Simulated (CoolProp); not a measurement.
Vapour-liquid equilibrium of ethylbenzene (1) + o-xylene (2) at 0.0794 MPa; x and y are mole fractions of (1).

Computed with CoolProp (multi-fluid Helmholtz-energy mixture model, Zhou 2012 and Zhou 2012; pair parameters Bell 2016).

```json
[
 {"x": "0.05", "bubble temperature, mixture model (K)": "408.1", "bubble temperature, Raoult's law (K)": "408.1", "y, mixture model": "0.061", "y, Raoult's law": "0.062"},
 {"x": "0.15", "bubble temperature, mixture model (K)": "407.2", "bubble temperature, Raoult's law (K)": "407.2", "y, mixture model": "0.181", "y, Raoult's law": "0.181"},
 {"x": "0.25", "bubble temperature, mixture model (K)": "406.2", "bubble temperature, Raoult's law (K)": "406.4", "y, mixture model": "0.296", "y, Raoult's law": "0.294"},
 {"x": "0.35", "bubble temperature, mixture model (K)": "405.3", "bubble temperature, Raoult's law (K)": "405.5", "y, mixture model": "0.405", "y, Raoult's law": "0.403"},
 {"x": "0.45", "bubble temperature, mixture model (K)": "404.4", "bubble temperature, Raoult's law (K)": "404.7", "y, mixture model": "0.508", "y, Raoult's law": "0.506"},
 {"x": "0.55", "bubble temperature, mixture model (K)": "403.6", "bubble temperature, Raoult's law (K)": "403.9", "y, mixture model": "0.606", "y, Raoult's law": "0.605"},
 {"x": "0.65", "bubble temperature, mixture model (K)": "402.8", "bubble temperature, Raoult's law (K)": "403.1", "y, mixture model": "0.698", "y, Raoult's law": "0.700"},
 {"x": "0.75", "bubble temperature, mixture model (K)": "402.0", "bubble temperature, Raoult's law (K)": "402.3", "y, mixture model": "0.787", "y, Raoult's law": "0.790"},
 {"x": "0.85", "bubble temperature, mixture model (K)": "401.4", "bubble temperature, Raoult's law (K)": "401.6", "y, mixture model": "0.873", "y, Raoult's law": "0.877"},
 {"x": "0.95", "bubble temperature, mixture model (K)": "400.8", "bubble temperature, Raoult's law (K)": "400.8", "y, mixture model": "0.958", "y, Raoult's law": "0.960"}
]
```

The largest gap from Raoult's law is -0.3 K in bubble temperature, at x = 0.65. No azeotrope shows between x = 0.05 and 0.95.

The pair parameters rest on a limited set of measurements; away from them the model extrapolates.
